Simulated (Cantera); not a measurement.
A freely propagating, adiabatic, planar premixed flame of H2 : O2 : N2 = 1 : 0.746 : 2.81 (molar parts), equivalence ratio 0.67, unburnt at 675 K and 500000 Pa; multicomponent transport, grid criteria slope 0.08 and curve 0.16, no radiation.

Model: the H2/O2 subset of GRI-Mech 3.0, which has no nitrogen chemistry, integrated in Cantera. The hydrogen kinetics of GRI-Mech 3.0 are dated; newer H2 mechanisms differ, most at raised pressure. Burning velocities carry a grid error of a few per cent, more on coarse grids. Lean hydrogen flames are cellular in practice and burn faster than this planar one.

x: mole fraction of selected species; z is measured from the peak of heat release.

```json
[
 {"z (mm)": "-0.177", "T (K)": "675", "u (m/s)": "4.96", "x H2": "0.219", "x O2": "0.164", "x H2O2": "<1e-8", "x O": "<1e-8", "x OH": "<1e-8", "x HO2": "<1e-8"},
 {"z (mm)": "-0.118", "T (K)": "675", "u (m/s)": "4.95", "x H2": "0.219", "x O2": "0.164", "x H2O2": "<1e-8", "x O": "<1e-8", "x OH": "<1e-8", "x HO2": "3.20e-8"},
 {"z (mm)": "-0.0886", "T (K)": "675", "u (m/s)": "4.95", "x H2": "0.218", "x O2": "0.164", "x H2O2": "1.56e-8", "x O": "<1e-8", "x OH": "<1e-8", "x HO2": "4.33e-7"},
 {"z (mm)": "-0.0590", "T (K)": "677", "u (m/s)": "4.94", "x H2": "0.215", "x O2": "0.165", "x H2O2": "4.84e-7", "x O": "1.06e-7", "x OH": "<1e-8", "x HO2": "1.29e-5"},
 {"z (mm)": "-0.0295", "T (K)": "(withheld)", "u (m/s)": "5.34", "x H2": "0.187", "x O2": "0.167", "x H2O2": "3.79e-5", "x O": "2.58e-5", "x OH": "9.53e-5", "x HO2": "0.000650"},
 {"z (mm)": "-0.0148", "T (K)": "(withheld)", "u (m/s)": "7.02", "x H2": "0.142", "x O2": "0.157", "x H2O2": "7.49e-5", "x O": "0.000528", "x OH": "0.000995", "x HO2": "0.000651"},
 {"z (mm)": "0", "T (K)": "(withheld)", "u (m/s)": "9.44", "x H2": "0.0802", "x O2": "0.124", "x H2O2": "2.09e-5", "x O": "0.00348", "x OH": "0.00381", "x HO2": "0.000366"},
 {"z (mm)": "0.0148", "T (K)": "(withheld)", "u (m/s)": "11.2", "x H2": "0.0369", "x O2": "0.0892", "x H2O2": "5.48e-6", "x O": "0.00716", "x OH": "0.00877", "x HO2": "0.000205"},
 {"z (mm)": "0.0295", "T (K)": "1835", "u (m/s)": "12.2", "x H2": "0.0198", "x O2": "0.0726", "x H2O2": "3.36e-6", "x O": "0.00832", "x OH": "0.0122", "x HO2": "0.000128"},
 {"z (mm)": "0.0590", "T (K)": "1993", "u (m/s)": "13.2", "x H2": "0.0111", "x O2": "0.0643", "x H2O2": "2.02e-6", "x O": "0.00674", "x OH": "0.0137", "x HO2": "6.99e-5"},
 {"z (mm)": "0.118", "T (K)": "2116", "u (m/s)": "13.9", "x H2": "0.00638", "x O2": "0.0620", "x H2O2": "1.27e-6", "x O": "0.00381", "x OH": "0.0120", "x HO2": "3.43e-5"},
 {"z (mm)": "0.236", "T (K)": "2193", "u (m/s)": "14.4", "x H2": "0.00299", "x O2": "0.0615", "x H2O2": "8.23e-7", "x O": "0.00174", "x OH": "0.00886", "x HO2": "1.58e-5"},
 {"z (mm)": "0.472", "T (K)": "2229", "u (m/s)": "14.6", "x H2": "0.00127", "x O2": "0.0617", "x H2O2": "5.86e-7", "x O": "0.000747", "x OH": "0.00609", "x HO2": "8.45e-6"}
]
```

Problem. What belongs in the gaps?

Solution. 
- -0.0295, T (K): 752
- -0.0148, T (K): 1019
- 0, T (K): 1399
- 0.0148, T (K): 1676
